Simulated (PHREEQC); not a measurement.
A solution holds 3.8 mmol/kgw HF and 0.48 mmol/kgw NH4HF2, at 25 °C. Closed to the air; pH follows from the charge balance.

Equilibrium calculation in PHREEQC: ion-association model, phreeqc.dat.

No solid was allowed to form.

Task: Predict the pH.

Result: pH 2.92.

Task: In which forms is F present?

Result: HF 63 %, F- 36 %, HF2- 0.8 % of the F.
